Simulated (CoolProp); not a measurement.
1,2-dichloroethane at several states: fugacity coefficient from the reference equation and from simpler models built on Tc = 288.4 °C, pc = 5.226 MPa, ω = 0.269; each cubic takes its own stable root.

Values from CoolProp's reference Helmholtz-energy equation of state, Thol 2015.

| T (°C) | p (MPa) | phase | reference | van der Waals | Redlich-Kwong | Soave-Redlich-Kwong | Peng-Robinson |
|---|---|---|---|---|---|---|---|
| -19.45 | 2.64 | liquid | (withheld) | (withheld) | (withheld) | (withheld) | 0.0003493 |
| 7.75 | 0.228 | liquid | 0.01916 | (withheld) | (withheld) | 0.01799 | 0.01942 |
| 194.45 | 28.6 | liquid | 0.07768 | 0.1920 | 0.1082 | 0.08753 | 0.07836 |
| 166.95 | 14.9 | liquid | 0.06835 | (withheld) | (withheld) | 0.07347 | 0.06876 |

Q: Complete the blanks.

A: 
- -19.45, reference: 0.0003364
- -19.45, van der Waals: 0.03069
- -19.45, Redlich-Kwong: 0.001087
- -19.45, Soave-Redlich-Kwong: 0.0003129
- 7.75, van der Waals: 0.6161
- 7.75, Redlich-Kwong: 0.05222
- 166.95, van der Waals: 0.1758
- 166.95, Redlich-Kwong: 0.09810
